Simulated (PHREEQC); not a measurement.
0.014 g of hydrous ferric oxide (600 m²/g; 0.2 weak and 0.005 strong sites per Fe, Dzombak-Morel constants, diffuse double layer) in 1 kg of water with 0.3 mol/kgw of an inert sodium salt and 8.3e-06 mol/kgw NaH2PO4, at 25 °C; the pH is set by adding NaOH or the inert anion's acid. Oxygen alone is held at its pressure in air (log pO2 = -0.68). No CO2 enters from the air. Nothing may precipitate in this run.

Equilibrium calculation in PHREEQC: ion-association model, wateq4f.dat.

Task: Predict P sorbed (%), surface charge σ (C/m²), surface potential ψ (mV) at pH = 7.67, 10.33.

Result: 
```tsv
pH	P sorbed (%)	surface charge σ (C/m²)	surface potential ψ (mV)
7.67	60.7	-0.002	-2
10.33	0.1	-0.166	-86
```

Complexes and solids missing from the database can't appear. H3PO4, which wateq4f.dat lacks, is added to it with the constant of phreeqc.dat. The oxide is taken as insoluble; below pH 4 it would dissolve.
